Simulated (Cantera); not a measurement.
Input (Python, Cantera) and output of one run.

```python
import numpy as np
import cantera as ct

gas_names = """
    AL ALH ALO ALOH ALO2 ALO2H AL2 AL2O AL2O2 H HALO HO2 H2 H2O H2O2 O OH O2 O3
""".split()
cond_names = """
    AL(cr) AL(L) AL2O3(a) AL2O3(L) H2O(s) H2O(L)
""".split()


# ... load() reads the species with a 1 bar reference pressure and builds the phases ...
atoms = {
    'Al2O3': {'AL': 2, 'O': 3},
    'H2O': {'H': 2, 'O': 1},
}
top_T = {}  # K; cautious upper limits of use, not melting points


# ... equilibrate(T, P, feed) seeds the gas with the atoms and calls Mixture.equilibrate('TP', solver="vcs", rtol=1e-11, max_steps=5000) ...
results = []
feed = {'Al2O3': 1, 'H2O': 0.25}  # mol
T = 1025  # K
P = 1600  # Pa
mix = equilibrate(T, P, feed)
results.append((T, P, feed, dict(zip(mix.species_names, mix.species_moles))))
x = sorted(zip(gas.X, gas.species_names), reverse=True)
print(f"T = {T:g} K  P = {P:g} Pa  gas = {mix.phase_moles(0):.4g} mol")
print("   x: " + "  ".join(f"{s} {v:.3e}" for v, s in x if v > 1e-05))
print("   condensed (mol): " + ("  ".join(f"{mix.phase(i).name} {mix.phase_moles(i):.4g}"
      for i in range(1, mix.n_phases) if mix.phase_moles(i) > 1e-12) or "none"))
```

Result:

```
T = 1025 K  P = 1600 Pa  gas = 0.25 mol
   x: H2O 1.000e+00
   condensed (mol): AL2O3(a) 1
```

Method: chemical equilibrium by Gibbs-energy minimisation in Cantera with the NASA 1993 tables (ideal gas, pure condensed phases).
